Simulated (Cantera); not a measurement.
# Thermodynamics of metals in furnace atmospheres, feed Fe + SO2 + H2 + CO

A closed system holds: 1 mol Fe, 4.6 mol SO2, 10 mol H2, 8.3 mol CO, equilibrated at 4.10 mbar.

Equilibrium computed with Cantera from the NASA thermochemical tables; the gas is ideal and each condensed phase is pure. Candidate condensed phases: C, C6H6, C7H8, C8H18, Fe, Fe(CO)5, FeO, Fe(OH)2, Fe(OH)3, FeS, FeSO4, FeS2, Fe2O3, Fe2(SO4)3, Fe3O4, H2O, H2SO4, S; 127 gas species. The tables' stoichiometric FeO is somewhat more stable than real wüstite, so its field is too wide. FeO, FeS: taken at fixed stoichiometry. Gases not in the tables: S3 to S7. Equilibrium is a limit: real reactors are often held back by kinetics, nucleation or transport.

From 725 K to 1425 K the condensed part is FeS(s). At 1525 K the condensed part is FeS(l). At 1625 K the condensed part is FeO(s).

| T (K) | log p CO2 | log p CO | log p H2O | log p H2 | log p H2S | log p S2 | log p SO2 | n FeS(s) | n FeS(l) | n FeO(s) |
|---|---|---|---|---|---|---|---|---|---|---|
| 725 | -2.82 | -3.48 | -3.26 | -3.05 | -3.10 | -7.91 | -12.04 | 1.00 | 0 | 0 |
| 825 | -2.86 | -3.34 | -3.17 | -3.11 | -3.10 | -6.24 | -9.76 | 1.00 | 0 | 0 |
| 925 | -2.89 | -3.25 | -3.11 | -3.16 | -3.12 | -4.94 | -7.98 | 1.00 | 0 | 0 |
| 1025 | -2.95 | -3.17 | -3.05 | -3.16 | -3.21 | -4.12 | -6.71 | 1.00 | 0 | 0 |
| 1125 | -3.01 | -3.10 | -3.00 | -3.13 | -3.40 | -3.75 | -5.88 | 1.00 | 0 | 0 |
| 1225 | -3.08 | -3.05 | -2.97 | -3.11 | -3.64 | -3.60 | -5.27 | 1.00 | 0 | 0 |
| 1325 | -3.13 | -3.01 | -2.95 | -3.09 | -3.88 | -3.53 | -4.78 | 1.000 | 0 | 0 |
| 1425 | -3.19 | -2.98 | -2.94 | -3.09 | -4.12 | -3.52 | -4.39 | 1.000 | 0 | 0 |
| 1525 | -3.25 | -2.95 | -2.95 | -3.07 | -4.33 | -3.54 | -4.10 | 0 | 1.000 | 0 |
| 1625 | -3.39 | -2.91 | -3.01 | -3.02 | -4.43 | -3.44 | -3.99 | 0 | 0 | 0.996 |
log p: log10 of the partial pressure in bar; n: condensed amount in mol.
